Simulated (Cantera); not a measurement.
**Oxide etching and cleaning by halides: MgO + HCl**

Input: 1 mol MgO, a varied amount of HCl, held at 1152 °C and 0.100 bar.

Method: chemical equilibrium by Gibbs-energy minimisation in Cantera with the NASA 1993 tables (ideal gas, pure condensed phases). Candidate condensed phases: H₂O, Mg, MgCl₂, MgO, Mg(OH)₂; 22 gas species. The numbers say what is thermodynamically allowed, not how fast it happens.

| n(HCl) (mol) | x HCl | x MgCl₂ | x H₂O | x Cl | x H₂ | x Cl₂ | x OH | n MgO(s) |
|---|---|---|---|---|---|---|---|---|
| 9.7 | 0.898 | 0.0502 | 0.0502 | 0.000764 | 0.000432 | 4.94e-5 | 1.14e-6 | 0.513 |
| 11 | 0.898 | 0.0502 | 0.0502 | 0.000764 | 0.000432 | 4.94e-5 | 1.14e-6 | 0.447 |
| 13 | 0.898 | 0.0502 | 0.0502 | 0.000764 | 0.000432 | 4.94e-5 | 1.14e-6 | 0.347 |
| 15 | 0.898 | 0.0502 | 0.0502 | 0.000764 | 0.000432 | 4.94e-5 | 1.14e-6 | 0.247 |
| 17 | 0.898 | 0.0502 | 0.0502 | 0.000764 | 0.000432 | 4.94e-5 | 1.14e-6 | 0.146 |
| 19 | 0.898 | 0.0502 | 0.0502 | 0.000764 | 0.000432 | 4.94e-5 | 1.14e-6 | 0.0456 |
| 22 | 0.908 | 0.0454 | 0.0454 | 0.000769 | 0.000435 | 5.01e-5 | 1.03e-6 | 0 |
| 25 | 0.919 | 0.0400 | 0.0400 | 0.000775 | 0.000439 | 5.09e-5 | 9.00e-7 | 0 |
| 29 | 0.930 | 0.0345 | 0.0345 | 0.000781 | 0.000442 | 5.17e-5 | 7.73e-7 | 0 |
| 33 | 0.938 | 0.0303 | 0.0303 | 0.000785 | 0.000445 | 5.23e-5 | 6.77e-7 | 0 |
| 38 | 0.946 | 0.0263 | 0.0263 | 0.000790 | 0.000448 | 5.28e-5 | 5.86e-7 | 0 |
| 43 | 0.952 | 0.0232 | 0.0232 | 0.000793 | 0.000450 | 5.33e-5 | 5.17e-7 | 0 |
x: gas mole fraction; n: condensed amount in mol.

From 9.7 mol HCl to 19 mol HCl the condensed part is MgO(s). From 22 mol HCl to 43 mol HCl nothing is condensed. The main Mg-bearing gas is MgCl₂ throughout.
